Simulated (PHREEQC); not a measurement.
**Spent oxide etchant: speciation**

Solution (25 °C): 1.3 mmol/kgw HF, 0.053 mmol/kgw H2SiF6, 18 mmol/kgw HBF4 and 0.8 mmol/kgw HCl. Closed to the air; pH follows from the charge balance.

Computed with PHREEQC (ion-association model, phreeqc.dat).

```
Quantity                   Value
----------------  --------------
pH                          1.80
ionic strength    0.0179 mol/kgw
total alkalinity    -74.4 meq/kg
```

```tsv
species	molality	activity	log γ
H+	0.0178	0.0159	-0.049
BF4-	0.0157	0.0137	-0.057
HF	0.00785	0.00788	0.002
H3BO3	0.00149	0.00150	0.002
Cl-	0.000800	0.000699	-0.058
BF3OH-	0.000731	0.000640	-0.057
F-	0.000378	0.000330	-0.059
BF2(OH)2-	0.000127	0.000111	-0.057
SiF6-2	5.28e-5	3.15e-5	-0.224
HF2-	1.14e-5	9.99e-6	-0.057
H4SiO4	2.48e-7	2.49e-7	0.002
BF(OH)3-	2.25e-7	1.97e-7	-0.057
```

No solid was allowed to form. SiF6-2 is the database's only silicon fluoride. Real BF4- forms and hydrolyses slowly; the run takes it at equilibrium.
